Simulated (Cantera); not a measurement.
A perfectly stirred reactor is fed with CH4 : H2 = 1 : 2.6 (molar parts), at 0.0975 Torr; it is held at 1050 K, and followed from long to short residence time.

Cantera simulation using GRI-Mech 3.0 (53 species, 325 reactions); the numbers are that mechanism's predictions, not measurements. GRI-Mech 3.0 stops at C3 and has no aromatics, soot or wall deposition, so with more carbon than oxygen in the feed, carbon stays in small species such as C2H2 where larger ones or solid carbon would form. Radical loss at walls, strong at low pressure, is not modelled.

What does this change do: temperature 1050 to 1648 K?


| quantity | before | after |
|---|---|---|
| x(CH4) at τ = 3.70 s | 0.278 | 0.243 |
| x(H2) at τ = 3.70 s | 0.722 | 0.741 |
| x(CH2) at τ = 3.70 s | <1e-12 | 1.03e-6 |
| x(C2H2) at τ = 3.70 s | <1e-12 | 0.0102 |
| x(CH3) at τ = 3.70 s | 2.60e-10 | 0.00284 |
| x(CH4) at τ = 0.150 s | 0.278 | 0.278 |
| x(H2) at τ = 0.150 s | 0.722 | 0.722 |
| x(CH2) at τ = 0.150 s | <1e-12 | 1.87e-9 |
| x(C2H2) at τ = 0.150 s | <1e-12 | 2.86e-8 |
| x(CH3) at τ = 0.150 s | 1.03e-11 | 0.000105 |
